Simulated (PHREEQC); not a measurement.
**Copper plating or etch bath: an equilibrium model**

A solution holds 0.0041 mol/kgw Cu(NO3)2, 0.023 mol/kgw HBF4, 0.002 mol/kgw H3BO3 and 0.016 mol/kgw CsOH, at 25 °C. Closed to the air; pH follows from the charge balance.

All values are PHREEQC results (ion-association model, wateq4f.dat), not measurements.

Precipitation was switched off in this run.

What pH does the model give?

pH 2.23.

In which forms is B present?

BF4- 81 %, H3BO3 12 %, BF3OH- 5.5 %, BF2(OH)2- 1.4 % of the B.

Real BF4- forms and hydrolyses slowly; the run takes it at equilibrium.
